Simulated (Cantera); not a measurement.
Feed: 1 mol TEOS, 1.4 mol NO, 3 mol N2, 0.48 mol N2O, held at 902 °C.

Cantera equilibrium calculation (NASA polynomials, part measured and part estimated; ideal gas, pure solids and liquids). Candidate condensed phases: C, C6H6, C7H8, C8H18, H2O, Si, SiC, SiO2, Si2N2O, Si3N4; 151 gas species. The feed counts by its element totals alone. Mutual solubility and eutectic melting of coexisting phases are not modelled. The tables hold silica as quartz up to 1696 K and as liquid above; real silica turns to tridymite and cristobalite and melts near 1996 K. Kinetics and transport are ignored.

log p: log10 of the partial pressure in bar; n: condensed amount in mol.

```
P (Pa)  log p H2  log p CO  log p N2  log p CH4  log p H2O  n C(graphite)  n Si2N2O(s)  n SiO2(β-quartz)
------  --------  --------  --------  ---------  ---------  -------------  -----------  ----------------
5          -4.58     -4.85     -5.02     -10.88     -10.89           2.62        0.500                 0
15             …         …         …          …          …           2.62        0.500                 0
45             …         …         …          …          …           2.62        0.500                 0
140        -3.13     -3.40     -3.57      -7.99      -8.00           2.62        0.500                 0
410        -2.64     -3.05     -3.03      -7.01      -7.16           4.07       0.0169             0.966
1200       -2.18     -2.59     -2.56      -6.07      -6.23           4.12            0              1.00
3700       -1.69     -2.10     -2.07      -5.10      -5.25           4.12            0              1.00
11000      -1.22     -1.63     -1.59      -4.15      -4.30           4.12            0              1.00
33000      -0.74     -1.15     -1.12      -3.20      -3.35           4.12            0              1.00
100000     -0.26     -0.68     -0.63      -2.25      -2.40           4.11            0              1.00
```

Problem. Complete the blanks.

Solution. 
- 45, log p H2: -3.63
- 45, log p CO: -3.90
- 45, log p N2: -4.06
- 45, log p CH4: -8.97
- 45, log p H2O: -8.98
- 15, log p H2: -4.10
- 15, log p CO: -4.37
- 15, log p N2: -4.54
- 15, log p CH4: -9.93
- 15, log p H2O: -9.94
